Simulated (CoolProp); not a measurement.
Oxygen along the isobar 70.4 bar: fugacity coefficient from the reference equation and from simpler models built on Tc = 154.6 K, pc = 50.46 bar, ω = 0.022; each cubic takes its own stable root.

Values from CoolProp's reference Helmholtz-energy equation of state, Schmidt 1985. Above 300 K oxygen's equation is extrapolated.

| T (K) | phase | reference | Soave-Redlich-Kwong | Peng-Robinson |
|---|---|---|---|---|
| 133.4 | liquid | 0.2720 | 0.2770 | 0.2659 |
| 165.9 | supercritical | 0.6367 | 0.6358 | 0.6089 |
| 198.3 | supercritical | 0.7992 | 0.7996 | 0.7702 |
| 230.8 | supercritical | 0.8801 | 0.8835 | 0.8559 |
| 263.3 | supercritical | 0.9276 | 0.9329 | 0.9079 |
| 295.8 | supercritical | 0.9574 | 0.9636 | 0.9413 |
| 328.2 | supercritical | 0.9769 | 0.9834 | 0.9635 |
| 360.7 | supercritical | 0.9900 | 0.9965 | 0.9787 |
| 393.2 | supercritical | 0.9990 | 1.005 | 0.9894 |
| 425.7 | supercritical | 1.005 | 1.011 | 0.9970 |
